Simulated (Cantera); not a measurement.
Diamond growth

A diamond (100) surface in a fixed gas of H2 with x(CH4) = 0.0067, x(H) = 0.00082, at 1225 K, 7100 Pa; coverages are run to steady state.

Computed with Cantera and the Harris–Goodwin 1993 mechanism for the reconstructed diamond (100) surface.

| x(CH3) | growth (µm/h) | θ c6HH | θ c6H* | θ c6*H | θ c6** | θ c6HM |
|---|---|---|---|---|---|---|
| 1e-06 | 0.00764 | 0.459 | 0.0393 | 0.479 | 0.0229 | 1.29e-5 |
| 2.3e-06 | 0.0176 | 0.459 | 0.0393 | 0.479 | 0.0229 | 2.97e-5 |
| 5.1e-06 | 0.0389 | 0.459 | 0.0392 | 0.479 | 0.0229 | 6.59e-5 |
| 1.2e-05 | 0.0915 | 0.459 | 0.0392 | 0.479 | 0.0228 | 0.000155 |
| 2.6e-05 | 0.198 | 0.459 | 0.0392 | 0.479 | 0.0227 | 0.000335 |
| 6e-05 | 0.454 | 0.458 | 0.0392 | 0.478 | 0.0226 | 0.000771 |
| 0.00014 | 1.04 | 0.457 | 0.0391 | 0.477 | 0.0222 | 0.00179 |
| 0.00031 | 2.25 | 0.456 | 0.0389 | 0.474 | 0.0213 | 0.00389 |
| 0.0007 | 4.78 | 0.452 | 0.0385 | 0.469 | 0.0197 | 0.00852 |
θ: site fractions in the mechanism's names (c6HH fully hydrogenated, c6H* and c6*H radical sites, c6** diradical, c6HM methylated).
